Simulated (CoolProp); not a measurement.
A single-stage vapour-compression cycle with chloromethane (R40): evaporating at 281.15 K (dew point), condensing at 348.15 K (bubble point), superheat 8 K, subcooling 2 K, compressor efficiency 0.75, no pressure losses. Each further row changes one setting.

The numbers come from the reference Helmholtz-energy equation of state, Thol 2014 in CoolProp.

```tsv
case	cooling COP	pressure ratio	discharge temperature (K)	refrigerating effect (kJ/kg)	volumetric capacity (kJ/m³)
as stated	[?]	5.82	437.2	292	2240
evaporating temperature 286.15 K	2.68	4.95	428.7	294	2640
condensing temperature 343.15 K	2.65	5.23	[?]	301	2310
subcooling 7 K	2.47	5.82	437.2	301	2310
superheat 18 K	[?]	5.82	[?]	301	[?]
compressor efficiency 0.65	2.07	5.82	453.6	292	2240
```

Some entries are withheld; supply them.


- as stated, cooling COP: 2.39
- condensing temperature 343.15 K, discharge temperature (K): 427.5
- superheat 18 K, cooling COP: 2.37
- superheat 18 K, discharge temperature (K): 450.0
- superheat 18 K, volumetric capacity (kJ/m³): 2220
